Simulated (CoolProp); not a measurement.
Properties of R113 along the isotherm 500 K (Tc = 487.2 K, pc = 33.92 bar, ω = 0.253).

Computed with CoolProp (reference Helmholtz-energy equation of state, Marx 1992).

| p (bar) | phase | Z | cp (kJ/(kg K)) | Joule-Thomson coefficient (K/MPa) |
|---|---|---|---|---|
| 1.07 | gas | 0.9902 | 0.8084 | 8.430 |
| 1.91 | gas | 0.9824 | 0.8109 | 8.521 |
| 3.39 | gas | 0.9685 | 0.8155 | 8.688 |
| 6.03 | gas | 0.9430 | 0.8246 | 9.009 |
| 10.7 | gas | 0.8955 | 0.8450 | 9.664 |
| 19.1 | gas | 0.7993 | 0.9043 | 11.25 |
| 33.9 | gas | 0.5554 | 1.399 | 16.93 |
| 60.3 | supercritical | 0.2948 | 1.344 | 2.208 |
| 107 | supercritical | 0.4550 | 1.121 | 0.5883 |
| 191 | supercritical | 0.7381 | 1.043 | 0.04921 |
| 339 | supercritical | 1.206 | 1.001 | -0.2118 |
